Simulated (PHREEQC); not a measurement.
Dissolve 0.005 mol/kgw HF, 9.1e-05 mol/kgw NaF and 0.00093 mol/kgw H2SiF6 at 25 °C. Closed to the air; pH follows from the charge balance.

The numbers come from PHREEQC with the ion-association model, phreeqc.dat.

This is a speciation only: nothing precipitates in the calculation.

Task: Order these F species by the share of F that they hold, largest first: SiF6-2, HF, F-, HF2-.

Result: SiF6-2 (52 %), HF (38 %), F- (10 %), HF2- (0.31 %)

The pH is 2.57 and the ionic strength 0.00386 mol/kgw. Species that the database lacks are ignored. SiF6-2 is the database's only silicon fluoride.
